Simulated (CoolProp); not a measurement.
A single-stage vapour-compression cycle with R143a: evaporating at 262.15 K (dew point), condensing at 318.15 K (bubble point), superheat 5 K, subcooling 2 K, compressor efficiency 0.65, no pressure losses. Each further row changes one setting.

Computed with CoolProp (reference Helmholtz-energy equation of state, Lemmon and Jacobsen 2000).

```tsv
case	cooling COP	pressure ratio	discharge temperature (K)	refrigerating effect (kJ/kg)	volumetric capacity (kJ/m³)
as stated	(withheld)	4.75	346.1	117	2170
evaporating temperature 267.15 K	2.36	(withheld)	343.4	120	(withheld)
condensing temperature 313.15 K	2.38	4.23	339.7	126	2330
subcooling 7 K	(withheld)	4.75	346.1	126	2340
superheat 15 K	2.09	4.75	356.6	127	2230
compressor efficiency 0.55	(withheld)	4.75	(withheld)	117	2170
```

### Question
What belongs in the gaps?

### Answer

- as stated, cooling COP: 2.05
- evaporating temperature 267.15 K, pressure ratio: 4.02
- evaporating temperature 267.15 K, volumetric capacity (kJ/m³): 2610
- subcooling 7 K, cooling COP: 2.21
- compressor efficiency 0.55, cooling COP: 1.73
- compressor efficiency 0.55, discharge temperature (K): 354.0
